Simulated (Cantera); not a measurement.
A Cantera script and what it prints.

```python
import numpy as np
import cantera as ct

gas_names = """
    TiCL4 CL CL2
""".split()
cond_names = """
    Ti(a) Ti(b) Ti(L) TiCL3(s) TiCL4(L)
""".split()


def load(file, names, dense=False):
    # The tables refer to 1 bar. Condensed volumes are neglected.
    table = {s.name: s for s in ct.Species.list_from_file(file)}
    out = []
    for n in names:
        d = dict(table[n].input_data)
        d["thermo"] = dict(d["thermo"], **{"reference-pressure": 1e5})
        if dense:
            d["equation-of-state"] = {"model": "constant-volume", "density": "1e6 g/cm^3"}
        out.append(ct.Species.from_dict(d))
    return out


species = {s.name: s for s in load("nasa_gas.yaml", gas_names) + load("nasa_condensed.yaml", cond_names)}
# Each term lists the table entries of one substance; the one whose range holds T is used.
reactions = {
    'TiCl4(g) = 4 Cl(g) + Ti':
        [(-1, ['TiCL4']), (4, ['CL']), (1, ['Ti(a)', 'Ti(b)', 'Ti(L)'])],
    '2 TiCl3 + Cl2(g) = 2 TiCl4':
        [(-2, ['TiCL3(s)']), (-1, ['CL2']), (2, ['TiCL4(L)'])],
}


def pick(names, T):
    return next(species[n] for n in names if species[n].thermo.min_temp <= T <= species[n].thermo.max_temp)


results = []
for label, terms in reactions.items():
    print(label)
    print("     T/K   dH/kJ  dS/(J/K)   dG/kJ   log10 K")
    for T in [300, 400, 425, 450, 475, 500, 525, 550]:
        used = [(nu, pick(names, T)) for nu, names in terms]
        dH = sum(nu * s.thermo.h(T) for nu, s in used) / 1e6
        dS = sum(nu * s.thermo.s(T) for nu, s in used) / 1e3
        dG = dH - T * dS / 1e3
        logK = -dG * 1e6 / (ct.gas_constant * T * np.log(10))
        results.append((label, T, dH, dS, dG, logK, [s.name for _, s in used]))
        print(f"{T:8g} {dH:8.1f} {dS:8.1f} {dG:8.1f} {logK:8.2f}")
```

Result:

```
TiCl4(g) = 4 Cl(g) + Ti
     T/K   dH/kJ  dS/(J/K)   dG/kJ   log10 K
     300   1248.4    336.7   1147.4  -199.78
     400   1250.0    341.4   1113.5  -145.40
     425   1250.4    342.3   1104.9  -135.80
     450   1250.8    343.2   1096.4  -127.26
     475   1251.2    344.0   1087.8  -119.62
     500   1251.6    344.8   1079.2  -112.74
     525   1252.0    345.6   1070.5  -106.51
     550   1252.4    346.3   1061.9  -100.85
2 TiCl3 + Cl2(g) = 2 TiCl4
     T/K   dH/kJ  dS/(J/K)   dG/kJ   log10 K
     300   -164.7      2.6   -165.5    28.82
     400   -158.7     20.0   -166.7    21.77
     425   -157.2     23.6   -167.3    20.56
     450   -155.8     26.9   -167.9    19.49
     475   -154.3     30.1   -168.6    18.54
     500   -152.9     33.0   -169.4    17.70
     525   -151.5     35.8   -170.2    16.94
     550   -150.1     38.4   -171.2    16.26
```

Source: NASA polynomial tables (part measured, part estimated), evaluated in Cantera. Condensed species are held in their standard states even where they would react or evaporate.
